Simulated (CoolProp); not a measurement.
Vapour-liquid equilibrium of R143a (1) + R152A (2) at 1.7 kPa; x and y are mole fractions of (1).

Values from CoolProp's multi-fluid Helmholtz-energy mixture model, Lemmon and Jacobsen 2000 and Outcalt 1996; pair parameters Bell 2016.

```json
[
 {"x": "0.05", "bubble temperature, mixture model (°C)": "-91.8", "bubble temperature, Raoult's law (°C)": "-90.8", "y, mixture model": "0.278", "y, Raoult's law": "0.209"},
 {"x": "0.125", "bubble temperature, mixture model (°C)": "-95.1", "bubble temperature, Raoult's law (°C)": "-93.4", "y, mixture model": "0.508", "y, Raoult's law": "0.427"},
 {"x": "0.2", "bubble temperature, mixture model (°C)": "-97.4", "bubble temperature, Raoult's law (°C)": "-95.5", "y, mixture model": "0.637", "y, Raoult's law": "0.574"},
 {"x": "0.275", "bubble temperature, mixture model (°C)": "-99.1", "bubble temperature, Raoult's law (°C)": "-97.4", "y, mixture model": "0.719", "y, Raoult's law": "0.677"},
 {"x": "0.35", "bubble temperature, mixture model (°C)": "-100.5", "bubble temperature, Raoult's law (°C)": "-98.9", "y, mixture model": "0.777", "y, Raoult's law": "0.753"},
 {"x": "0.425", "bubble temperature, mixture model (°C)": "-101.6", "bubble temperature, Raoult's law (°C)": "-100.3", "y, mixture model": "0.821", "y, Raoult's law": "0.810"},
 {"x": "0.5", "bubble temperature, mixture model (°C)": "-102.6", "bubble temperature, Raoult's law (°C)": "-101.5", "y, mixture model": "0.855", "y, Raoult's law": "0.855"},
 {"x": "0.575", "bubble temperature, mixture model (°C)": "-103.5", "bubble temperature, Raoult's law (°C)": "-102.6", "y, mixture model": "0.884", "y, Raoult's law": "0.890"},
 {"x": "0.65", "bubble temperature, mixture model (°C)": "-104.2", "bubble temperature, Raoult's law (°C)": "-103.6", "y, mixture model": "0.908", "y, Raoult's law": "0.919"},
 {"x": "0.725", "bubble temperature, mixture model (°C)": "-104.9", "bubble temperature, Raoult's law (°C)": "-104.5", "y, mixture model": "0.931", "y, Raoult's law": "0.942"},
 {"x": "0.8", "bubble temperature, mixture model (°C)": "-105.6", "bubble temperature, Raoult's law (°C)": "-105.3", "y, mixture model": "0.951", "y, Raoult's law": "0.962"},
 {"x": "0.875", "bubble temperature, mixture model (°C)": "-106.2", "bubble temperature, Raoult's law (°C)": "-106.1", "y, mixture model": "0.970", "y, Raoult's law": "0.978"},
 {"x": "0.95", "bubble temperature, mixture model (°C)": "-106.9", "bubble temperature, Raoult's law (°C)": "-106.8", "y, mixture model": "0.988", "y, Raoult's law": "0.992"}
]
```

The largest gap from Raoult's law is -1.9 K in bubble temperature, at x = 0.2. No azeotrope shows between x = 0.05 and 0.95.

Pair parameters are fitted to limited data, so mixtures are less certain than the pure fluids.
